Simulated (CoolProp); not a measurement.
A closed Brayton cycle with carbon dioxide: compressor inlet 326.15 K and 7.7 MPa, high pressure 26.6 MPa, turbine inlet 740 K, compressor efficiency 0.89, turbine efficiency 0.9, recuperator effectiveness 0 (on enthalpy, no pinch check). Each further row changes one setting.

The numbers come from the reference Helmholtz-energy equation of state, Span 1996 in CoolProp.

```tsv
case	thermal efficiency (%)	net work (kJ/kg)	compressor to turbine work	compressor exit (K)	turbine exit (K)
as stated	17.5	71.8	0.49	434.0	602.5
turbine inlet 690 K	17.3	60.1	0.53	434.0	557.5
compressor inlet 336.15 K	16.9	64.9	0.54	449.7	602.5
high pressure 22.6 MPa	15.6	66.3	0.46	419.3	620.0
recuperator effectiveness 0.5	22.8	71.8	0.49	434.0	602.5
```
